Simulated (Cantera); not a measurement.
A Cantera script and what it prints.

```python
import numpy as np
import cantera as ct

gas_names = [...]  # 95 gases of nasa_gas.yaml made of C, F, H
cond_names = """
    C(gr) C6H6(L) C7H8(L) C8H18(L),n-octa
""".split()


# ... load() reads the species with a 1 bar reference pressure and builds the phases ...
atoms = {
    'C2F6': {'C': 2, 'F': 6},
    'H2': {'H': 2},
}
top_T = {'C(gr)': 4500}  # K; cautious upper limits of use, not melting points


# ... equilibrate(T, P, feed) seeds the gas with the atoms and calls Mixture.equilibrate('TP', solver="vcs", rtol=1e-11, max_steps=5000) ...
results = []
T = 875  # K
P = 13332.2  # Pa
for m in [0.97, 1.3, 1.7, 2.3, 3.1, 4.2, 5.6, 7.4, 10]:
    feed = {'C2F6': 1, 'H2': m}  # mol
    mix = equilibrate(T, P, feed)
    results.append((T, P, feed, dict(zip(mix.species_names, mix.species_moles))))

top = {s: max(r[3][s] / sum(r[3][g] for g in gas_names) for r in results) for s in gas_names}
cols = sorted((s for s in top if top[s] > 1e-06), key=lambda s: -top[s])[:6]
seen = [c for c in cond_names if any(r[3].get(c, 0) > 1e-12 for r in results)]
print("log10 of partial pressures in bar; condensed amounts in mol")
print(f"{'n(H2)':>10s}" + "".join(f"{s[:9]:>10s}" for s in cols + seen))
for T, P, feed, n in results:
    ng = sum(n[g] for g in gas_names)
    print(f"{feed['H2']:10.4g}" + "".join(f"{np.log10(max(n[s] / ng * P / 1e5, 1e-99)):10.3f}" for s in cols)
          + "".join(f"{n.get(c, 0):10.4g}" for c in seen))
```

Output:

```
log10 of partial pressures in bar; condensed amounts in mol
     n(H2)        HF        H2       CF4       CH4      H2F2     C(gr)
      0.97    -1.058   -10.740    -1.339   -21.841    -6.302     0.985
       1.3    -0.998   -10.548    -1.483   -21.457    -6.182      1.15
       1.7    -0.951   -10.362    -1.670   -21.083    -6.089      1.35
       2.3    -0.907   -10.095    -2.026   -20.551    -6.000      1.65
       3.1    -0.882    -2.661   -16.795    -5.682    -5.951         2
       4.2    -0.954    -1.661   -19.082    -3.681    -6.094     1.989
       5.6    -1.029    -1.407   -19.892    -3.174    -6.245     1.957
       7.4    -1.110    -1.265   -20.499    -2.889    -6.406       1.9
        10    -1.204    -1.163   -21.080    -2.685    -6.595     1.802
```

Method: chemical equilibrium by Gibbs-energy minimisation in Cantera with the NASA 1993 tables (ideal gas, pure condensed phases). The feed counts by its element totals alone. Condensed phases not in the tables: fluorocarbon polymer. Gases not in the tables: C2F6 and larger saturated fluorocarbons.
